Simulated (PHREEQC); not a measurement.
PHREEQC input (ion-association model, wateq4f.dat):

```
SOLUTION_MASTER_SPECIES
  An  An-  0  An  62.0  # stands for a non-complexing anion
SOLUTION_SPECIES
  An- = An-
    -log_k 0
    -gamma 3.0 0
PHASES
  Fix_H+
    H+ = H+
    -log_k 0
SOLUTION 1
  temp 25
  units mmol/kgw
  pH 7 charge
  Cl 0.0058
  Ba 0.0029
  Na 100
  An 100
END
SELECTED_OUTPUT 1
  -reset false
  -pH true
  -pe true
  -ionic_strength true
  -water true
  -totals Ba Cl Na
  -molalities Hfo_wOH Hfo_wOH2+ Hfo_wO- Hfo_sOH Hfo_sOH2+ Hfo_sO- Hfo_sOHBa+2 Hfo_wOBa+
  -saturation_indices Halite
USER_PUNCH 1
  -headings sigma psi
  10 PUNCH EDL("sigma", "Hfo"), EDL("psi", "Hfo")
PRINT
  -reset false
USE solution 1
SURFACE 1
  Hfo_wOH 0.00247191 600 1.1
  Hfo_sOH 6.17978e-05
EQUILIBRIUM_PHASES 1
  Fix_H+ -3 HAn 10
    -force_equality true
  O2(g) -0.68 10
END
# ... the last block is repeated for the other 16 points of pH, with NaOH or the acid as the point needs
```

Selected output (columns that matter, 17 of 17 rows; pH added in front):

```
pH	mu	Ba	Cl	Na	m_Hfo_wOH	m_Hfo_wOH2+	m_Hfo_wO-	m_Hfo_sOH	m_Hfo_sOH2+	m_Hfo_sO-	m_Hfo_sOHBa+2	si_Halite	sigma	psi
3	0.10247	2.9e-06	5.8e-06	0.1	4.6835e-05	0.0024251	2.0721e-08	1.1709e-06	6.0626e-05	5.1803e-10	2.5775e-12	-8.0436	0.36341	0.15238
3.5	0.10159	2.9e-06	5.8e-06	0.1	0.00013387	0.0023379	1.7561e-07	3.3467e-06	5.8447e-05	4.3902e-09	8.404e-12	-8.043	0.35032	0.15072
4	0.10123	2.9e-06	5.8e-06	0.1	0.00032742	0.0021433	1.1458e-06	8.1855e-06	5.3584e-05	2.8646e-08	2.8914e-11	-8.0427	0.32102	0.14635
4.5	0.10098	2.8999e-06	5.8e-06	0.1	0.00064063	0.0018261	5.1485e-06	1.6016e-05	4.5653e-05	1.2871e-07	1.0735e-10	-8.0425	0.27289	0.13813
5	0.10076	2.8996e-06	5.8e-06	0.1	0.0010058	0.0014502	1.5979e-05	2.5144e-05	3.6254e-05	3.9948e-07	4.3149e-10	-8.0424	0.21493	0.12607
5.5	0.10056	2.8981e-06	5.8e-06	0.1	0.0013365	0.0010982	3.726e-05	3.3411e-05	2.7454e-05	9.3148e-07	1.8623e-09	-8.0422	0.15899	0.11093
6	0.10039	2.8914e-06	5.8e-06	0.1	0.0015864	0.00081478	7.0756e-05	3.9654e-05	2.0367e-05	1.7687e-06	8.6202e-09	-8.0421	0.1115	0.093429
6.5	0.10026	2.857e-06	5.8e-06	0.1	0.0017488	0.00060782	0.00011527	4.369e-05	1.5185e-05	2.8797e-06	4.2992e-08	-8.042	0.073824	0.073884
7	0.10016	2.676e-06	5.8e-06	0.1	0.0018398	0.00046548	0.00016659	4.5829e-05	1.1595e-05	4.1498e-06	2.2389e-07	-8.0419	0.044851	0.052464
7.5	0.10008	1.9246e-06	5.8e-06	0.1	0.001883	0.00036856	0.00022038	4.6332e-05	9.0687e-06	5.4227e-06	9.7458e-07	-8.0419	0.022482	0.02948
8	0.10002	6.8486e-07	5.8e-06	0.1	0.0018972	0.00029852	0.00027622	4.5731e-05	7.1957e-06	6.6582e-06	2.2126e-06	-8.0418	0.0039862	0.0055098
8.5	0.10006	1.3153e-07	5.8e-06	0.1001	0.0018912	0.00024154	0.00033921	4.5164e-05	5.7683e-06	8.1009e-06	2.7646e-06	-8.0414	-0.013812	-0.018708
9	0.10014	2.2195e-08	5.8e-06	0.10025	0.0018618	0.00018826	0.00042181	4.4382e-05	4.4877e-06	1.0055e-05	2.8727e-06	-8.0408	-0.03412	-0.042286
9.5	0.10025	4.1165e-09	5.8e-06	0.10046	0.0017941	0.00013613	0.00054167	4.2755e-05	3.2441e-06	1.2909e-05	2.889e-06	-8.04	-0.059859	-0.064486
10	0.10046	9.0657e-10	5.7999e-06	0.10077	0.0016651	8.8408e-05	0.0007184	3.968e-05	2.1069e-06	1.712e-05	2.8893e-06	-8.0388	-0.093456	-0.084893
10.5	0.10089	2.4768e-10	5.7999e-06	0.10135	0.0014535	4.9974e-05	0.00096842	3.464e-05	1.191e-06	2.3081e-05	2.8847e-06	-8.0366	-0.13664	-0.10331
11	0.10196	8.9056e-11	5.7999e-06	0.10261	0.0011524	2.3477e-05	0.0012959	2.7471e-05	5.5964e-07	3.0891e-05	2.8746e-06	-8.0321	-0.18963	-0.11944
```

Complexes and solids missing from the database can't appear. The oxide is taken as insoluble; below pH 4 it would dissolve.
